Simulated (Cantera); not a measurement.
A perfectly stirred reactor is fed with H2 : O2 = 0.21 : 1 (molar parts), equivalence ratio 0.10, at 0.00602 atm; it is held at 1125 K, and followed from long to short residence time.

Model: GRI-Mech 3.0 (53 species, 325 reactions), integrated in Cantera. Radical loss at walls, strong at low pressure, is not modelled. The temperature is held fixed by assumption; the heat of reaction is taken as removed at once.

One state of this run: x H2 = 0.000390; x O2 = 0.807; x HO2 = 2.33e-6; x OH = 0.00135; x H2O = 0.188; x H2O2 = 1.42e-7. x: mole fraction; the columns are a selection and need not sum to one.

Question: Which value of τ (s) does it belong to?
(A) 6.2
(B) 0.0019
(C) 0.19
(D) 0.019

Answer: A, 6.2
